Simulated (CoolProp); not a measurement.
The numbers come from the reference Helmholtz-energy equation of state, Lemmon 2004 in CoolProp. It is a short technical equation, of lower accuracy than the large ones.

Q: For n-dodecane, give the phase and the cp (kJ/(kg K)), Joule-Thomson coefficient (K/MPa) at 620 K and 389 kPa; 620 K and 714 kPa.

A: 
- 620 K and 389 kPa: gas; cp 2.97, Joule-Thomson coefficient 12.7
- 620 K and 714 kPa: gas; cp 3.08, Joule-Thomson coefficient 15.6
